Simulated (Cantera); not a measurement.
An adiabatic, constant-volume homogeneous reactor starts with 16.4 % CH4, 0.311 % C2H6, 17.5 % O2, 65.8 % N2, equivalence ratio 1.9, at 1625 K and 760 Torr.

Model: GRI-Mech 3.0 (53 species, 325 reactions), integrated in Cantera.

Question: Predict: time of steepest temperature rise; temperature at 0.700 s; equilibrium temperature; x(O2) at 0.700 s.

Answer: 
```json
{
 "time_of_steepest_temperature_rise": "0.239 ms",
 "temperature at 0.700 s": "2841 K",
 "equilibrium_temperature": "2841 K",
 "x(O2) at 0.700 s": "0.000253 (gas-phase equilibrium 0.000253)"
}
```
